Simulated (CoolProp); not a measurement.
Vapour-liquid equilibrium of isobutene (1) + acetone (2) at 299.8 K; x and y are mole fractions of (1).

Model: multi-fluid Helmholtz-energy mixture model, Lemmon 2005 and Lemmon 2006; pair parameters Bell 2016, in CoolProp.

| x | bubble pressure (kPa) | y at the bubble point | dew pressure at overall composition x (kPa) | liquid density (mol/L) |
|---|---|---|---|---|
| 0.05 | 69.68 | 0.541 | 34.68 | 13.30 |
| 0.125 | 117.1 | 0.740 | 37.59 | 13.03 |
| 0.2 | 155.3 | 0.814 | 41.01 | 12.77 |
| 0.275 | 185.2 | 0.851 | 45.11 | 12.51 |
| 0.35 | 208.1 | 0.874 | 50.11 | 12.26 |
| 0.425 | 225.8 | 0.890 | 56.34 | 12.01 |
| 0.5 | 239.8 | 0.902 | 64.32 | 11.77 |
| 0.575 | 251.5 | 0.911 | 74.91 | 11.54 |
| 0.65 | 262.2 | 0.921 | 89.62 | 11.32 |
| 0.725 | 272.8 | 0.931 | 111.4 | 11.11 |
| 0.8 | 284.0 | 0.944 | 146.5 | 10.91 |
| 0.875 | 296.5 | 0.960 | 208.9 | 10.73 |
| 0.95 | 310.4 | 0.981 | 289.3 | 10.56 |

No azeotrope shows between x = 0.05 and 0.95.

Pair parameters are fitted to limited data, so mixtures are less certain than the pure fluids. With so large a gap from Raoult's law the liquid may split in two, which this calculation doesn't test in full.
